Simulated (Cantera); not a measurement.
Input (Python, Cantera) and output of one run.

```python
import numpy as np
import cantera as ct

gas_names = """
    CL CLO CL2 Fe FeCL FeCL2 FeCL3 FeO Fe2CL4 Fe2CL6 N NO NO2 NO3 N2 N2O O O2 O3
""".split()
cond_names = """
    Fe(a) Fe(c) Fe(d) Fe(L) FeCL2(s) FeCL2(L) FeCL3(s) FeCL3(L) FeO(s) FeO(L) Fe2O3(s) Fe3O4(s)
""".split()


def load(file, names, dense=False):
    # The tables refer to 1 bar. Condensed volumes are neglected.
    table = {s.name: s for s in ct.Species.list_from_file(file)}
    out = []
    for n in names:
        d = dict(table[n].input_data)
        d["thermo"] = dict(d["thermo"], **{"reference-pressure": 1e5})
        if dense:
            d["equation-of-state"] = {"model": "constant-volume", "density": "1e6 g/cm^3"}
        out.append(ct.Species.from_dict(d))
    return out


gas = ct.Solution(thermo="ideal-gas", species=load("nasa_gas.yaml", gas_names))
cond = {s.name: ct.Solution(thermo="fixed-stoichiometry", species=[s], name=s.name)
        for s in load("nasa_condensed.yaml", cond_names, dense=True)}
atoms = {
    'Fe2O3': {'Fe': 2, 'O': 3},
    'Cl2': {'CL': 2},
    'N2': {'N': 2},
}
top_T = {'Fe2O3(s)': 1830, 'Fe3O4(s)': 1870}  # K; cautious upper limits of use, not melting points


def equilibrate(T, P, feed):
    n = {}
    for name, mol in feed.items():
        for a, k in atoms[name].items():
            n[a] = n.get(a, 0.0) + k * mol
    gas.TPX = T, P, n
    mass = sum(n.values()) * gas.mean_molecular_weight
    gas.equilibrate("TP")
    valid = [c for c in cond.values() if c.min_temp <= T <= top_T.get(c.name, c.max_temp)]
    mix = ct.Mixture([(gas, mass / gas.mean_molecular_weight)] + [(c, 0.0) for c in valid])
    mix.T, mix.P = T, P
    mix.equilibrate("TP", solver="vcs", rtol=1e-11, max_steps=5000)
    return mix


results = []
feed = {'Fe2O3': 1, 'Cl2': 7.3, 'N2': 0.47}  # mol
P = 10000  # Pa
for T in [1075, 1125, 1175, 1225, 1275, 1325, 1375, 1425, 1475, 1525]:
    mix = equilibrate(T, P, feed)
    results.append((T, P, feed, dict(zip(mix.species_names, mix.species_moles))))

top = {s: max(r[3][s] / sum(r[3][g] for g in gas_names) for r in results) for s in gas_names}
cols = sorted((s for s in top if top[s] > 0.0001), key=lambda s: -top[s])[:9]
seen = [c for c in cond_names if any(r[3].get(c, 0) > 1e-12 for r in results)]
print("log10 of partial pressures in bar; condensed amounts in mol")
print(f"{'T/K':>10s}" + "".join(f"{s[:9]:>10s}" for s in cols + seen))
for T, P, feed, n in results:
    ng = sum(n[g] for g in gas_names)
    print(f"{T:10.4g}" + "".join(f"{np.log10(max(n[s] / ng * P / 1e5, 1e-99)):10.3f}" for s in cols)
          + "".join(f"{n.get(c, 0):10.4g}" for c in seen))
```

It prints:

```
log10 of partial pressures in bar; condensed amounts in mol
       T/K       CL2     FeCL3        O2        CL     FeCL2        N2    Fe2CL6       CLO        NO  Fe2O3(s)
      1075    -1.119    -2.012    -2.118    -3.516    -3.499    -2.231    -4.225    -5.864    -5.955    0.5941
      1125    -1.162    -1.877    -1.973    -3.269    -3.104    -2.237    -4.244    -5.594    -5.689    0.4252
      1175    -1.218    -1.772    -1.851    -3.050    -2.753    -2.245    -4.298    -5.359    -5.451    0.2236
      1225    -1.286    -1.700    -1.752    -2.857    -2.448    -2.256    -4.396    -5.159    -5.241         0
      1275    -1.288    -1.739    -1.758    -2.649    -2.300    -2.262    -4.693    -4.992    -5.094         0
      1325    -1.293    -1.788    -1.764    -2.458    -2.177    -2.268    -4.995    -4.841    -4.959         0
      1375    -1.301    -1.850    -1.772    -2.282    -2.077    -2.277    -5.305    -4.702    -4.836         0
      1425    -1.313    -1.923    -1.782    -2.120    -1.997    -2.286    -5.623    -4.577    -4.724         0
      1475    -1.331    -2.006    -1.793    -1.973    -1.935    -2.298    -5.950    -4.465    -4.621         0
      1525    -1.356    -2.101    -1.806    -1.839    -1.889    -2.311    -6.287    -4.366    -4.528         0
```

Equilibrium computed with Cantera from the NASA thermochemical tables; the gas is ideal and each condensed phase is pure.
